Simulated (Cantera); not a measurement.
**Moist CO burnout**

A perfectly stirred reactor is fed with 0.297 % CO, 3.64 % O2, 0.268 % H2O, 95.8 % N2, at 0.760 bar; it is held at 1348 K, and followed from long to short residence time.

Model: GRI-Mech 3.0 (53 species, 325 reactions), integrated in Cantera.

| τ (s) | x CO | x O2 | x H2O | x O | x NO | x H2O2 | x N2O |
|---|---|---|---|---|---|---|---|
| 7.6 | 1.48e-5 | 0.0350 | 0.00268 | 3.44e-6 | 8.29e-7 | 1.16e-9 | 4.36e-7 |
| 2.4 | 3.26e-5 | 0.0350 | 0.00268 | 7.18e-6 | 8.60e-7 | 2.28e-9 | 6.83e-7 |
| 0.73 | 7.30e-5 | 0.0350 | 0.00267 | 1.55e-5 | 7.47e-7 | 4.52e-9 | 8.90e-7 |
| 0.22 | 0.000162 | 0.0350 | 0.00267 | 3.33e-5 | 5.27e-7 | 8.71e-9 | 9.36e-7 |
| 0.070 | 0.000341 | 0.0351 | 0.00266 | 6.74e-5 | 3.21e-7 | 1.54e-8 | 8.32e-7 |
| 0.021 | 0.000708 | 0.0352 | 0.00264 | 0.000132 | 1.66e-7 | 2.53e-8 | 6.41e-7 |
| 0.0066 | 0.00132 | 0.0355 | 0.00262 | 0.000216 | 7.30e-8 | 3.43e-8 | 4.26e-7 |
| 0.0020 | 0.00215 | 0.0359 | 0.00262 | 0.000242 | 1.65e-8 | 3.35e-8 | 1.90e-7 |
| 0.00063 | 0.00283 | 0.0363 | 0.00266 | 8.07e-5 | 3.24e-10 | 8.98e-9 | 2.36e-8 |
x: mole fraction; the columns are a selection and need not sum to one.
